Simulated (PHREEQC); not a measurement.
Synthetic water in mg/kgw, 50 °C, pH 7.23, pe -1:

```
constituent         mg/kgw
------------------  ------
Na                    6320
K                      860
Ca                    1280
Mg                     804
Cl                   11800
S(6) as SO4           3380
Alkalinity as HCO3    15.6
Fe(2)                 3.94
Mn(2)                 75.6
Sr                     7.4
N(-3) as NH4          10.1
```

Cl is adjusted to close the charge balance.
Valence states are taken as typed.

The numbers come from PHREEQC with the ion-association model, wateq4f.dat.

No solid was allowed to form.

**Question.** Order these Fe species by the share of Fe that they hold, largest first: FeCl+, FeHCO3+, FeSO4, Fe+2, FeOH+.

**Answer.** Fe+2 (76 %), FeSO4 (14 %), FeCl+ (8.6 %), FeOH+ (0.81 %), FeHCO3+ (0.29 %)

The pH is 7.23 and the ionic strength 0.467 mol/kgw. Saturation is exceeded, for instance for Rhodochrosite; the values hold only as long as no solid forms. Complexes and solids missing from the database can't appear. Constants without temperature data keep their 25 °C values here.
